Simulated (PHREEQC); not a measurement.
Copper plating or etch bath: an equilibrium model

Make-up at 20 °C: 0.0066 mol CuCl2, 0.0019 mol HCl and 0.00021 mol KCl per kg of water. Closed to the air; pH follows from the charge balance.

All values are PHREEQC results (ion-association model, phreeqc.dat), not measurements.

Each row changes one thing in this solution. This is a speciation only: nothing precipitates in the calculation.

```tsv
case	pH	CuCl+ (mol/kgw)	CuCl2 (mol/kgw)	CuOH+ (mol/kgw)	Cu2(OH)2+2 (mol/kgw)	Cu(OH)2 (mol/kgw)	SI of Sylvite (KCl)
as made	2.77	0.000121	6.97e-7	2.61e-8	2.37e-10	2.78e-11	-6.50
CuCl2 from 0.0066 to 0.0033 mol/kgw	2.76	3.90e-5	1.37e-7	1.39e-8	6.34e-11	1.50e-11	-6.71
0.00068 mol/kgw Na2SO4 added	2.78	0.000116	6.66e-7	2.58e-8	2.33e-10	2.81e-11	-6.50
9e-05 mol/kgw HF added	2.77	0.000121	6.97e-7	2.56e-8	2.30e-10	2.69e-11	-6.50
CuCl2 from 0.0066 to 0.00726 mol/kgw	2.77	0.000142	8.77e-7	2.84e-8	2.84e-10	3.02e-11	-6.47
```
